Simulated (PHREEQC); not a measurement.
A solution holds 0.12 mol/kgw CuCl2, 0.26 mol/kgw HCl and 5.3e-05 mol/kgw NaCl, at 60 °C. Closed to the air; pH follows from the charge balance.

Model: ion-association model, phreeqc.dat, run in PHREEQC.

| quantity | before | after |
|---|---|---|
| pH | 0.71 | 4.04 |
| ionic strength (mol/kgw) | 0.474 | 0.474 |
| Cl- (mol/kgw) | 0.423 | 0.423 |

Name the change that produced these shifts.
A) HCl replaced by (CH3)4NCl at the same molality
B) CuCl2 replaced by CaCl2 at the same molality
C) temperature from 60 to 25 °C
D) NaCl left out
E) CuCl2 from 0.12 to 0.24 mol/kgw

A, HCl replaced by (CH3)4NCl at the same molality

This is a speciation only: nothing precipitates in the calculation. (CH3)4N+ isn't in the database: it is added as a free cation with an ion size of 4 Å. At this temperature some constants are extrapolated from 25 °C, and those without enthalpy data are left unchanged.
